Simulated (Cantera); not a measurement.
What does this Cantera script print?

```python
import numpy as np
import cantera as ct

gas = ct.Solution("gri30.yaml")
gas.TPX = 1425, 90000, {'CH4': 1, 'O2': 5.56, 'N2': 20.9, 'H2O': 2.6}
reactor = ct.IdealGasReactor(gas, energy="on", clone=False)
net = ct.ReactorNet([reactor])
net.rtol, net.atol = 1e-08, 1e-16
show = ['CH4', 'O2', 'H2O', 'CH3', 'HCO']
times = np.geomspace(2e-06, 0.4, 14)

steps = ct.SolutionArray(gas, extra=["t"])
rows = []
print(f"{'t/s':>10s}{'T/K':>9s}{'P/Pa':>11s}" + "".join(f"{s:>11s}" for s in show))
for t in times:
    while net.time < t:
        t_next = net.step()
        steps.append(gas.state, t=t_next)
    rows.append([np.interp(t, steps.t, y) for y in (steps.T, steps.P, *steps(*show).X.T)])
    print(f"{t:10.3e}{rows[-1][0]:9.1f}{rows[-1][1]:11.4g}" + "".join(f"{x:11.3e}" for x in rows[-1][2:]))
rate = np.gradient(steps.T, steps.t)
print("integrator steps:", len(steps.t))
if steps.T.max() > steps.T[0] + 200:
    print(f"time of steepest temperature rise: {steps.t[rate.argmax()]:.4e} s")
gas.TPX = 1425, 90000, {'CH4': 1, 'O2': 5.56, 'N2': 20.9, 'H2O': 2.6}
gas.equilibrate("UV")
print(f"equilibrium (UV): T = {gas.T:.1f} K  " + "  ".join(f"{s} {gas[s].X[0]:.3e}" for s in show))
```

Output:

```
       t/s      T/K       P/Pa        CH4         O2        H2O        CH3        HCO
 2.000e-06   1425.0      9e+04  3.327e-02  1.850e-01  8.649e-02  2.569e-08  4.065e-16
 5.114e-06   1425.0      9e+04  3.327e-02  1.850e-01  8.649e-02  7.418e-08  3.127e-15
 1.308e-05   1425.0      9e+04  3.327e-02  1.850e-01  8.649e-02  2.100e-07  2.358e-14
 3.345e-05   1425.0      9e+04  3.327e-02  1.850e-01  8.649e-02  5.975e-07  1.769e-13
 8.553e-05   1425.0      9e+04  3.326e-02  1.850e-01  8.649e-02  1.868e-06  1.461e-12
 2.187e-04   1425.0      9e+04  3.326e-02  1.850e-01  8.650e-02  7.170e-06  1.640e-11
 5.593e-04   1425.1  9.001e+04  3.319e-02  1.849e-01  8.654e-02  3.648e-05  3.862e-10
 1.430e-03   1430.8  9.037e+04  3.216e-02  1.842e-01  8.732e-02  1.582e-04  2.105e-08
 3.658e-03   2249.9  1.425e+05  1.244e-20  1.167e-01  1.490e-01  6.158e-20  3.075e-11
 9.353e-03   2249.0  1.424e+05  1.228e-20  1.165e-01  1.490e-01  6.067e-20  3.045e-11
 2.392e-02   2247.0  1.423e+05  1.191e-20  1.161e-01  1.491e-01  5.851e-20  2.975e-11
 6.117e-02   2242.5   1.42e+05  1.111e-20  1.152e-01  1.492e-01  5.394e-20  2.824e-11
 1.564e-01   2235.1  1.415e+05  9.877e-21  1.137e-01  1.493e-01  4.704e-20  2.591e-11
 4.000e-01   2229.4  1.411e+05  8.998e-21  1.125e-01  1.494e-01  4.220e-20  2.421e-11
integrator steps: 1719
time of steepest temperature rise: 2.1234e-03 s
equilibrium (UV): T = 2228.4 K  CH4 1.377e-20  O2 1.123e-01  H2O 1.494e-01  CH3 6.441e-20  HCO 2.395e-11
```

Cantera simulation using GRI-Mech 3.0 (53 species, 325 reactions); the numbers are that mechanism's predictions, not measurements.
